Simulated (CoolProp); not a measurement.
A single-stage vapour-compression cycle with CH2F2 (R32): evaporating at 273.15 K (dew point), condensing at 312.15 K (bubble point), superheat 0 K, subcooling 8 K, compressor efficiency 0.9, no pressure losses. Each further row changes one setting.

Values from CoolProp's reference Helmholtz-energy equation of state, Tillner-Roth 1997.

| case | cooling COP | pressure ratio | discharge temperature (K) | refrigerating effect (kJ/kg) | volumetric capacity (kJ/m³) |
|---|---|---|---|---|---|
| as stated | 5.30 | 2.97 | 345.7 | 258 | 5710 |
| evaporating temperature 278.15 K | [?] | [?] | 340.5 | [?] | 6710 |
| condensing temperature 307.15 K | 6.27 | [?] | 336.7 | 268 | 5920 |
| subcooling 13 K | 5.50 | 2.97 | 345.7 | 268 | 5920 |
| superheat 10 K | 5.19 | 2.97 | [?] | 270 | 5600 |
| compressor efficiency 0.8 | [?] | 2.97 | 350.5 | 258 | 5710 |

Problem. Fill in the missing entries.

Solution. 
- evaporating temperature 278.15 K, cooling COP: 6.32
- evaporating temperature 278.15 K, pressure ratio: 2.54
- evaporating temperature 278.15 K, refrigerating effect (kJ/kg): 259
- condensing temperature 307.15 K, pressure ratio: 2.63
- superheat 10 K, discharge temperature (K): 357.7
- compressor efficiency 0.8, cooling COP: 4.71
